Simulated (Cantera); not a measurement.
A closed system holds: 1 mol (CH₃)₂SiCl₂, 0.41 mol CH₄, 1 mol H₂, equilibrated at 1950 K and 10.0 Torr.

Cantera equilibrium calculation (NASA polynomials, part measured and part estimated; ideal gas, pure solids and liquids). Candidate condensed phases: C, C₆H₆, C₇H₈, C₈H₁₈, Si, SiC; 109 gas species. The feed counts by its element totals alone. The tables' values for SiCl₃, SiCl are old estimates; treat these amounts as uncertain. Equilibrium is a limit: real reactors are often held back by kinetics, nucleation or transport.

Base state: H₂ 0.666, HCl 0.306, SiCl₂ 0.0162, H 0.00810, Cl 0.00279, C₂H₂ (acetylene) 0.000364, SiCl₃ 0.000193, SiCl 0.000133 (mole fractions); condensed: C(graphite) + SiC(s).

**Question.** What changes in the equilibrium state with this change: temperature from 1950 K to 2500 K?

**Answer.** 
```csv
species,before,after
H₂,0.666,0.488
HCl,0.306,0.184
H,0.00810,0.152
SiC₂,2.64e-6,0.0183
Si,8.10e-5,0.0705
Cl,0.00279,0.0406
SiCl₂,0.0162,0.0203
C₃,<1e-9,3.73e-5
SiC,1.00e-9,3.23e-5
"C(graphite), mol",1.50,2.00
"SiC(s), mol",0.903,0
```
The tables' values for SiCl, SiCl₃ are old estimates; treat these amounts as uncertain. Gases not in the tables: Si₂H₆ and higher silanes.
